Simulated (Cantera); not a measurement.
Charge: 1 mol SiCl4, 2.3 mol O2, 0.2 mol H2, 0.82 mol O3, at 0.0170 bar.

These are equilibrium values from Cantera (NASA tables, ideal gas, pure condensed phases), not measurements of a reactor. Candidate condensed phases: H2O, Si, SiO2; 30 gas species. Equilibrium is a limit: real reactors are often held back by kinetics, nucleation or transport. All values below are at 725 K.

Base state: O2 0.533, Cl2 0.388, HCl 0.0722, H2O 0.00632 (mole fractions); condensed: SiO2(α-quartz).

Task: What changes in the equilibrium state with this change: H2 from 0.2 to 7.5 mol?

Result: 
```
species               before   after
-------------------  -------  ------
H2O                  0.00632   0.533
HCl                   0.0722   0.421
H2                     <1e-9  0.0463
O2                     0.533   <1e-9
Cl2                    0.388   <1e-9
SiO2(α-quartz), mol     1.00    1.00
```

Task: What changes in the equilibrium state with this change: SiCl4 replaced by HMDSO?

Result: 
| species | before | after |
|---|---|---|
| H2 | <1e-9 | 0.668 |
| H2O | 0.00632 | 0.136 |
| CO2 | 0 | 0.0954 |
| O2 | 0.533 | <1e-9 |
| Cl2 | 0.388 | 0 |
| HCl | 0.0722 | 0 |
| CO | 0 | 0.0623 |
| CH4 | 0 | 0.0389 |
| SiO2(α-quartz), mol | 1.00 | 2.00 |
| C(graphite), mol | 0 | 3.95 |
The feed counts by its element totals alone. Further candidate phases: C, C6H6, C7H8, C8H18, SiC.
